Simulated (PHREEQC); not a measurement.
## Leach liquor: speciation

Dissolve 0.4 mol/kgw HCl, 0.00035 mol/kgw LiCl and 0.0012 mol/kgw MgSO4 at 5 °C. Closed to the air; pH follows from the charge balance.

Model: ion-association model, wateq4f.dat, run in PHREEQC.

The pH comes out as 0.51 and the ionic strength is 0.403 mol/kgw. The activity of water is 0.986. The total alkalinity is -400 meq/kg.

```csv
species,molality,activity,log γ
Cl-,0.400,0.267,-0.176
H+,0.399,0.310,-0.110
Mg+2,0.00120,0.000373,-0.507
HSO4-,0.00105,0.000719,-0.163
Li+,0.000350,0.000253,-0.140
SO4-2,0.000153,3.55e-5,-0.634
MgSO4,1.63e-6,1.79e-6,0.040
LiSO4-,5.61e-8,3.93e-8,-0.154
```

No solid was allowed to form. Constants without temperature data keep their 25 °C values here.
